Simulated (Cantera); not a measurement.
SiH2Cl2 + HCl + H2 (silicon epitaxy and polysilicon growth)

A closed system holds: 1 mol SiH2Cl2, 0.11 mol HCl, 130 mol H2, held at 0.560 bar.

Equilibrium computed with Cantera from the NASA thermochemical tables; the gas is ideal and each condensed phase is pure. Candidate condensed phases: Si; 19 gas species. The tables' values for SiCl3 are old estimates; treat these amounts as uncertain. Equilibrium is a limit: real reactors are often held back by kinetics, nucleation or transport.

From 1025 K to 1350 K the condensed part is Si(s). The main Si-bearing gas is SiHCl3 at 1025 K and SiCl2 at 1350 K. The share of Si in condensed phases is highest at 1350 K (89.9 %) and lowest at 1025 K (57.4 %).

```tsv
T (K)	log p H2	log p HCl	log p SiHCl3	log p SiCl4	log p SiCl2	log p SiH2Cl2	n Si(s)
1025	-0.26	-2.51	-3.02	-3.20	-4.51	-3.79	0.574
1050	-0.26	-2.44	-3.06	-3.26	-4.34	-3.81	0.611
1075	-0.26	-2.37	-3.12	-3.33	-4.20	-3.84	0.650
1100	-0.26	-2.31	-3.18	-3.41	-4.06	-3.88	0.690
1125	-0.26	-2.26	-3.26	-3.51	-3.95	-3.92	0.728
1150	-0.26	-2.22	-3.35	-3.62	-3.85	-3.98	0.765
1175	-0.26	-2.19	-3.45	-3.75	-3.76	-4.04	0.798
1200	-0.26	-2.16	-3.57	-3.90	-3.69	-4.11	0.826
1225	-0.26	-2.14	-3.69	-4.07	-3.63	-4.19	0.849
1250	-0.26	-2.12	-3.83	-4.24	-3.59	-4.27	0.866
1275	-0.26	-2.11	-3.97	-4.43	-3.55	-4.36	0.879
1300	-0.26	-2.11	-4.11	-4.62	-3.53	-4.45	0.888
1325	-0.26	-2.10	-4.25	-4.81	-3.50	-4.55	0.895
1350	-0.26	-2.10	-4.40	-4.99	-3.49	-4.64	0.899
```
log p: log10 of the partial pressure in bar; n: condensed amount in mol.
